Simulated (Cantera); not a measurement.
# Stirred combustor or abatement burner

A perfectly stirred reactor is fed with H2 : O2 : N2 = 1 : 0.704 : 2.65 (molar parts), equivalence ratio 0.71, at 720 Torr; it is adiabatic with a 750 K inlet, and is followed from long to short residence time, starting on the burning branch (τ in s: 0.36, 0.15, 0.067, 0.029, 0.012, 0.0054, 0.0023, 0.001, 0.00044, 0.00019, 8.2e-05).

Cantera simulation using GRI-Mech 3.0 (53 species, 325 reactions); the numbers are that mechanism's predictions, not measurements.

```tsv
τ (s)	T (K)	x H2	x O2	x H2O	x H2O2	x NO
0.36	2340	0.00309	0.0480	0.250	2.61e-7	0.00666
0.15	2340	0.00315	0.0484	0.250	2.63e-7	0.00571
0.067	2341	0.00327	0.0491	0.250	2.63e-7	0.00436
0.029	2339	0.00353	0.0498	0.249	2.62e-7	0.00280
0.012	2331	0.00414	0.0504	0.248	2.55e-7	0.00152
0.0054	2313	0.00529	0.0508	0.245	2.49e-7	0.000837
0.0023	2272	0.00763	0.0512	0.240	2.56e-7	0.000428
0.0010	2205	0.0113	0.0520	0.233	2.99e-7	0.000207
0.00044	2107	0.0159	0.0535	0.223	3.94e-7	0.000101
0.00019	1978	0.0212	0.0558	0.211	5.96e-7	5.99e-5
8.2e-5	1824	0.0265	0.0592	0.198	1.05e-6	4.15e-5
```
x: mole fraction; the columns are a selection and need not sum to one.
